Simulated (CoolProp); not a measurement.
2000 sccm (0 °C, 1 atm) of nitrogen bubbles through liquid R1336mzz(Z) at 276 K and leaves saturated at a total pressure of 0.118 MPa (ideal gas phase). Each further row changes one setting.

Model: reference Helmholtz-energy equation of state, McLinden 2020, in CoolProp.

```
case                      vapour pressure (kPa)  mole fraction of vapour  delivery (mg/min)  delivery (sccm)  change of delivery for a bath 1 K warmer (%)
------------------------  ---------------------  -----------------------  -----------------  ---------------  --------------------------------------------
as stated                                  28.4                    0.240               4630              633                                           6.4
bath temperature 281 K                     35.7                    0.303               6360              869                                           6.7
total pressure 0.236 MPa                   28.4                    0.120               2000              273                                           5.5
```
